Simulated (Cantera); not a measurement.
An isothermal, constant-pressure homogeneous reactor starts with CH₄ : H₂ = 0.0022 : 1 (molar parts), at 1500 K and 50.3 Torr. Integrator tolerance rtol = 1e-08.

Cantera simulation using GRI-Mech 3.0 (53 species, 325 reactions); the numbers are that mechanism's predictions, not measurements. GRI-Mech 3.0 stops at C3 and has no aromatics, soot or wall deposition, so with more carbon than oxygen in the feed, carbon stays in small species such as C2H2 where larger ones or solid carbon would form.

Task: What does this change do: temperature 1500 to 2800 K?

Result: 
```csv
quantity,before,after
x(CH₄) at 2.00 s,0.00218 (gas-phase equilibrium 0.00123),6.56e-7 (gas-phase equilibrium 6.63e-7)
x(H₂) at 2.00 s,0.998 (gas-phase equilibrium 0.998),0.727 (gas-phase equilibrium 0.727)
x(C₂H₄) at 2.00 s,2.22e-7 (gas-phase equilibrium 8.90e-6),1.22e-8 (gas-phase equilibrium 1.22e-8)
x(C₂H₂) at 2.00 s,5.31e-6 (gas-phase equilibrium 0.000472),0.000890 (gas-phase equilibrium 0.000890)
x(C₂H) at 2.00 s,<1e-12 (gas-phase equilibrium 6.09e-11),4.18e-5 (gas-phase equilibrium 4.18e-5)
x(CH₃) at 2.00 s,2.99e-6 (gas-phase equilibrium 1.70e-6),4.07e-6 (gas-phase equilibrium 4.11e-6)
```
